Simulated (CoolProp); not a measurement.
Normal hydrogen along the isotherm -241.05 °C: density (kg/m³) from the reference equation and from simpler models built on Tc = -240.0 °C, pc = 1.296 MPa, ω = -0.219; each cubic takes its own stable root.

The numbers come from the reference Helmholtz-energy equation of state, Leachman 2009 in CoolProp.

```tsv
p (MPa)	phase	reference
0.589	gas	5.467
1.18	liquid	48.19
1.77	liquid	54.11
2.36	liquid	57.05
2.95	liquid	59.16
3.54	liquid	60.83
4.12	liquid	62.23
4.71	liquid	63.46
5.3	liquid	64.56
5.89	liquid	65.56
6.48	liquid	66.47
```

Question: How far does each simpler model (van der Waals, Redlich-Kwong, Soave-Redlich-Kwong) lie from the reference over these 11 states: mean and median of the absolute difference, and the worst?

Answer: 
- van der Waals: mean 19.1 %, median 19.9 %, worst -25.8 % at -241.05 °C and 1.18 MPa
- Redlich-Kwong: mean 2.4 %, median 2.4 %, worst -4.4 % at -241.05 °C and 1.18 MPa
- Soave-Redlich-Kwong: mean 2.7 %, median 2.1 %, worst -9.7 % at -241.05 °C and 1.18 MPa
